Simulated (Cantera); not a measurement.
A perfectly stirred reactor is fed with CH₄ : O₂ : N₂ = 1 : 3.23 : 12.1 (molar parts), at 1130 Torr; it is adiabatic with a 550 K inlet, and is followed from long to short residence time, starting on the burning branch (τ in s: 0.081, 0.035, 0.015, 0.0066, 0.0029, 0.0012, 0.00054, 0.00023, 0.0001, 4.4e-05, 1.9e-05).

Model: GRI-Mech 3.0 (53 species, 325 reactions), integrated in Cantera.

Task: What does this change do: 0.33 parts H2 added?

Result: 
| quantity | before | after |
|---|---|---|
| blow-out, bracketed by the residence times tried | burning at 0.100 ms, out at 44.0 µs | burning at 0.100 ms, out at 44.0 µs |
| x(CH₄) at τ = 81.0 ms | 7.49e-6 | 4.75e-6 |
| x(O₂) at τ = 81.0 ms | 0.0751 | 0.0642 |
| x(O) at τ = 81.0 ms | 0.000143 | 0.000208 |
| x(C₂H₄) at τ = 81.0 ms | 8.15e-10 | 3.02e-10 |
| x(C₂H₂) at τ = 81.0 ms | 6.46e-10 | 2.97e-10 |
| x(CH₄) at τ = 1.20 ms | 0.000125 | 8.66e-5 |
| x(O₂) at τ = 1.20 ms | 0.0765 | 0.0658 |
| x(O) at τ = 1.20 ms | 0.00150 | 0.00181 |
| x(C₂H₄) at τ = 1.20 ms | 3.77e-8 | 2.18e-8 |
| x(C₂H₂) at τ = 1.20 ms | 1.09e-8 | 8.76e-9 |
